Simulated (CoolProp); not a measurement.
Vapour-liquid equilibrium of acetone (1) + n-decane (2) at 435.5 K; x and y are mole fractions of (1).

Computed with CoolProp (multi-fluid Helmholtz-energy mixture model, Lemmon 2006 and Lemmon 2006; pair parameters Bell 2016).

```
x     bubble pressure (kPa)  y at the bubble point  dew pressure at overall composition x (kPa)  liquid density (mol/L)
----  ---------------------  ---------------------  -------------------------------------------  ----------------------
0.05                  162.5                  0.543                                        78.35                   4.460
0.15                  344.6                  0.789                                        87.66                     ___
0.25                  515.7                  0.863                                        99.42                   5.097
0.35                  664.3                  0.897                                        114.7                   5.473
0.45                  789.6                  0.918                                        135.4                   5.900
0.55                  898.4                  0.932                                          ___                     ___
0.65                   1001                  0.945                                        211.1                   6.969
0.75                   1107                    ___                                        292.6                   7.663
0.85                   1227                  0.972                                        474.8                   8.520
0.95                   1367                  0.990                                         1045                   9.616
```

Complete the blanks.


- 0.15, liquid density (mol/L): 4.762
- 0.55, dew pressure at overall composition x (kPa): 165.1
- 0.55, liquid density (mol/L): 6.392
- 0.75, y at the bubble point: 0.957

No azeotrope shows between x = 0.05 and 0.95.

The pair parameters rest on a limited set of measurements; away from them the model extrapolates. The gap from Raoult's law changes sign with composition, which may be real or a fault of the pair parameters; it wasn't checked against measurements.
